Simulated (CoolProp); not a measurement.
Toluene along the isobar 43.1 bar: Z from the reference equation and from simpler models built on Tc = 318.6 °C, pc = 41.26 bar, ω = 0.266; each cubic takes its own stable root.

The numbers come from the reference Helmholtz-energy equation of state, Lemmon 2006 in CoolProp. It is a short technical equation, of lower accuracy than the large ones.

```
T (°C)          phase  reference
------  -------------  ---------
67.95          liquid     0.1695
98.95          liquid     0.1612
129.95         liquid     0.1548
160.95         liquid     0.1502
191.95         liquid     0.1473
222.85         liquid     0.1464
253.85         liquid     0.1484
284.85         liquid     0.1556
315.85         liquid     0.1864
346.85  supercritical     0.5704
```

Q: How far does each simpler model (Soave-Redlich-Kwong, Peng-Robinson) lie from the reference over these 10 states: mean and median of the absolute difference, and the worst?

A: 
- Soave-Redlich-Kwong: mean 14.3 %, median 12.0 %, worst +30.1 % at 315.85 °C and 43.1 bar
- Peng-Robinson: mean 3.4 %, median 1.3 %, worst +17.8 % at 315.85 °C and 43.1 bar
